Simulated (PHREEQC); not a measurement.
Make-up at 19 °C: 0.37 mol CuCl2 and 0.00045 mol HCl per kg of water. Closed to the air; pH follows from the charge balance.

Equilibrium calculation in PHREEQC: ion-association model, phreeqc.dat.

Precipitation was switched off in this run.

Question: Predict the pH, ionic strength, activity of water.

Answer: pH 3.47; ionic strength 0.930 mol/kgw; activity of water 0.983.

Question: In which forms is Cl present?

Answer: Cl- 87 %, CuCl+ 11 %, CuCl2 2.1 % of the Cl.

Ionic strength above about 0.7 mol/kgw puts this run outside the model's range. Complexes and solids missing from the database can't appear.
